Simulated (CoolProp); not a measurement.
Vapour-liquid equilibrium of ethanol (1) + ethylbenzene (2) at 420.3 K; x and y are mole fractions of (1).

Values from CoolProp's multi-fluid Helmholtz-energy mixture model, Schroeder 2014 and Zhou 2012; pair parameters Bell 2016.

Q: Give the bubble pressure and the first vapour's composition at x = 0.2, 0.725, 0.95. Is there an azeotrope?

A: x = 0.2: 0.5014 MPa, y = 0.746; x = 0.725: 0.7916 MPa, y = 0.891; x = 0.95: 0.8910 MPa, y = 0.973. No azeotrope shows between x = 0.05 and 0.95.

The pair parameters rest on a limited set of measurements; away from them the model extrapolates. With so large a gap from Raoult's law the liquid may split in two, which this calculation doesn't test in full.
